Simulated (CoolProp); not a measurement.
Computed with CoolProp (reference Helmholtz-energy equation of state, Thol 2014).

Question: Give the vapour pressure (MPa), liquid density (kg/m³), vapour density (kg/m³), enthalpy of vaporisation (kJ/kg) of saturated chloromethane (R40) at 25.75 °C.

Answer: 
| T (°C) | p (MPa) | liquid density (kg/m³) | vapour density (kg/m³) | enthalpy of vaporisation (kJ/kg) |
|---|---|---|---|---|
| 25.75 | 0.590 | 910 | 13.5 | 373 |
